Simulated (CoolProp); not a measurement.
A single-stage vapour-compression cycle with benzene: evaporating at 322.15 K (dew point), condensing at 360.15 K (bubble point), superheat 5 K, subcooling 5 K, compressor efficiency 0.6, no pressure losses. Each further row changes one setting.

The numbers come from the reference Helmholtz-energy equation of state, Thol 2012 in CoolProp.

```csv
case,cooling COP,pressure ratio,discharge temperature (K),refrigerating effect (kJ/kg),volumetric capacity (kJ/m³)
as stated,4.71,3.58,388.6,361,367
evaporating temperature 327.15 K,5.59,…,384.8,…,443
condensing temperature 355.15 K,…,…,381.6,370,376
subcooling 10 K,4.83,3.58,388.6,370,376
superheat 15 K,4.72,3.58,398.4,…,367
compressor efficiency 0.5,3.93,3.58,399.1,361,367
```

Task: What belongs in the gaps?

Result: 
- evaporating temperature 327.15 K, pressure ratio: 2.97
- evaporating temperature 327.15 K, refrigerating effect (kJ/kg): 366
- condensing temperature 355.15 K, cooling COP: 5.51
- condensing temperature 355.15 K, pressure ratio: 3.08
- superheat 15 K, refrigerating effect (kJ/kg): 373
